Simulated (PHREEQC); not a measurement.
0.24 g of hydrous ferric oxide (600 m²/g; 0.2 weak and 0.005 strong sites per Fe, Dzombak-Morel constants, diffuse double layer) in 1 kg of water with 0.001 mol/kgw of an inert sodium salt, at 25 °C; the pH is set by adding NaOH or the inert anion's acid. Oxygen is held at 0.21 atm. The system is closed to CO2. Nothing may precipitate in this run.

Base run: PHREEQC, ion-association model, wateq4f.dat. Each further column changes one thing. The table gives surface charge σ (C/m²).

```tsv
pH	base	background salt from 0.001 to 0.0001 mol/kgw	oxide from 0.24 to 1.2 g/kgw	6.8e-05 mol/kgw PbCl2 added
3	0.256	0.229	0.271	0.261
4	0.120	[?]	0.131	0.127
5.5	0.032	0.012	0.033	0.037
6.5	0.011	0.004	0.011	[?]
7.5	0.003	[?]	0.003	0.004
8.5	-0.002	-0.001	-0.002	-0.001
10	-0.016	-0.007	-0.016	-0.012
11	-0.055	-0.044	[?]	-0.044
```

Complete the blanks.


- 4, background salt from 0.001 to 0.0001 mol/kgw: 0.071
- 6.5, 6.8e-05 mol/kgw PbCl2 added: 0.015
- 7.5, background salt from 0.001 to 0.0001 mol/kgw: 0.001
- 11, oxide from 0.24 to 1.2 g/kgw: -0.056

The oxide is taken as insoluble; below pH 4 it would dissolve.
